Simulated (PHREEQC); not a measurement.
## City or well water

Model water analysis in mg/L, 25 °C, pH 6.93, pe 8.5:

```json
[
 {"constituent": "Na", "mg/L": "12.3"},
 {"constituent": "K", "mg/L": "0.143"},
 {"constituent": "Ca", "mg/L": "4.23"},
 {"constituent": "Mg", "mg/L": "4.34"},
 {"constituent": "Cl", "mg/L": "5.43"},
 {"constituent": "S(6) as SO4", "mg/L": "25.1"},
 {"constituent": "Alkalinity as HCO3", "mg/L": "25.3"},
 {"constituent": "F", "mg/L": "0.0576"},
 {"constituent": "Li", "mg/L": "0.102"},
 {"constituent": "Si as SiO2", "mg/L": "0.374"}
]
```

Valence states are taken as typed.

Model: ion-association model, phreeqc.dat, run in PHREEQC.

Precipitation was switched off in this run.

Predict the specific conductance.

specific conductance 122 µS/cm.

In which forms is Ca present?

Ca+2 97 %, CaSO4 3.0 % of the Ca.

Complexes and solids missing from the database can't appear. SiF6-2 is the database's only silicon fluoride.
